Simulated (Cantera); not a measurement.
Standard-state values (1 bar) from the NASA 1993 polynomials, evaluated with Cantera. Values are per mole of reaction as written; species without (g) are pure solids or liquids, kept so even where they would boil at 1 bar.

4 PH3(g) + 4 NO(g) + 3 O2(g) → 4 NH3(g) + P4O10, with ΔH° = -3580.5 kJ and ΔS° = -1299.7 J/K at 300 K.

Problem. How far is the shortcut ΔG° ≈ ΔH°(300 K) − T·ΔS°(300 K) from the full temperature-dependent value at 373, 398, 423, 448, 473, 498, 523, 548, 573 K?

Solution. 
| T (K) | shortcut (kJ) | full (kJ) | difference (kJ) | difference in log10 K |
|---|---|---|---|---|
| 373 | -3095.7 | -3095.8 | 0.1 | -0.01 |
| 398 | -3063.2 | -3063.4 | 0.2 | -0.02 |
| 423 | -3030.7 | -3031.1 | 0.3 | -0.04 |
| 448 | -2998.2 | -2998.8 | 0.5 | -0.06 |
| 473 | -2965.8 | -2966.6 | 0.8 | -0.09 |
| 498 | -2933.3 | -2934.5 | 1.2 | -0.13 |
| 523 | -2900.8 | -2902.4 | 1.7 | -0.17 |
| 548 | -2868.3 | -2870.5 | 2.2 | -0.21 |
| 573 | -2835.8 | -2838.6 | 2.8 | -0.26 |
The shortcut ignores the heat-capacity change of the reaction.
